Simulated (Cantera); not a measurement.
# Adiabatic ignition

An adiabatic, constant-pressure homogeneous reactor starts with CO : H2 : O2 : N2 = 1 : 1 : 0.714 : 2.69 (molar parts), equivalence ratio 1.4, at 950 K and 2400000 Pa.

Detailed kinetics in Cantera: GRI-Mech 3.0 (53 species, 325 reactions). The hydrogen kinetics of GRI-Mech 3.0 are dated; newer H2 mechanisms differ, most at raised pressure. The pressure lies above the range GRI-Mech 3.0 was tuned for (to about 10 atm).

```json
[
 {"t (s)": "5.00e-6", "T (K)": "950", "x CO": "0.185", "x H2": "0.185", "x O2": "0.132", "x O": "2.22e-11", "x H2O": "1.01e-9", "x NO2": "<1e-12"},
 {"t (s)": "1.55e-5", "T (K)": "950", "x CO": "0.185", "x H2": "0.185", "x O2": "0.132", "x O": "2.26e-11", "x H2O": "4.46e-9", "x NO2": "<1e-12"},
 {"t (s)": "4.78e-5", "T (K)": "950", "x CO": "0.185", "x H2": "0.185", "x O2": "0.132", "x O": "2.39e-11", "x H2O": "2.66e-8", "x NO2": "<1e-12"},
 {"t (s)": "0.000148", "T (K)": "950", "x CO": "0.185", "x H2": "0.185", "x O2": "0.132", "x O": "2.85e-11", "x H2O": "2.11e-7", "x NO2": "<1e-12"},
 {"t (s)": "0.000457", "T (K)": "950", "x CO": "0.185", "x H2": "0.185", "x O2": "0.132", "x O": "4.72e-11", "x H2O": "2.13e-6", "x NO2": "<1e-12"},
 {"t (s)": "0.00141", "T (K)": "951", "x CO": "0.185", "x H2": "0.185", "x O2": "0.132", "x O": "1.63e-10", "x H2O": "3.08e-5", "x NO2": "<1e-12"},
 {"t (s)": "0.00437", "T (K)": "960", "x CO": "0.185", "x H2": "0.185", "x O2": "0.132", "x O": "8.30e-10", "x H2O": "0.000520", "x NO2": "<1e-12"},
 {"t (s)": "0.0135", "T (K)": "2799", "x CO": "0.103", "x H2": "0.0247", "x O2": "0.00109", "x O": "0.000366", "x H2O": "0.183", "x NO2": "5.34e-7"},
 {"t (s)": "0.0418", "T (K)": "2799", "x CO": "0.103", "x H2": "0.0247", "x O2": "0.00109", "x O": "0.000366", "x H2O": "0.183", "x NO2": "5.34e-7"},
 {"t (s)": "0.129", "T (K)": "2799", "x CO": "0.103", "x H2": "0.0247", "x O2": "0.00109", "x O": "0.000366", "x H2O": "0.183", "x NO2": "5.34e-7"},
 {"t (s)": "0.400", "T (K)": "2799", "x CO": "0.103", "x H2": "0.0247", "x O2": "0.00109", "x O": "0.000366", "x H2O": "0.183", "x NO2": "5.34e-7"}
]
```
x: mole fraction; the columns are a selection and need not sum to one.

- time of steepest temperature rise: 8.54 ms
- temperature at 0.400 s: 2799 K
- equilibrium temperature: 2799 K
- x(CO) at 0.400 s: 0.103 (gas-phase equilibrium 0.103)
- x(H2) at 0.400 s: 0.0247 (gas-phase equilibrium 0.0247)
- x(O2) at 0.400 s: 0.00109 (gas-phase equilibrium 0.00109)
